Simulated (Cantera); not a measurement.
Mixture: CH4 : CO : O2 : N2 : H2O = 1 : 1.2 : 1.37 : 5.15 : 1.8 (molar parts), equivalence ratio 1.9, at 280000 Pa, adiabatic and at constant volume. Ignition delay is the time to a rise of 400 K.

Model: GRI-Mech 3.0 (53 species, 325 reactions), integrated in Cantera.

What does this change do: constant pressure in place of constant volume?


| quantity | before | after |
|---|---|---|
| delay at 1100 K | 0.269 s | 0.305 s |
| delay at 1200 K | 54.9 ms | 61.7 ms |
| delay at 1300 K | 13.2 ms | 14.7 ms |
| delay at 1400 K | 3.56 ms | 3.94 ms |
| delay at 1500 K | 1.06 ms | 1.17 ms |
| delay at 1600 K | 0.355 ms | 0.388 ms |
| apparent activation energy between 1400 and 1600 K | 210 kJ/mol | 220 kJ/mol |
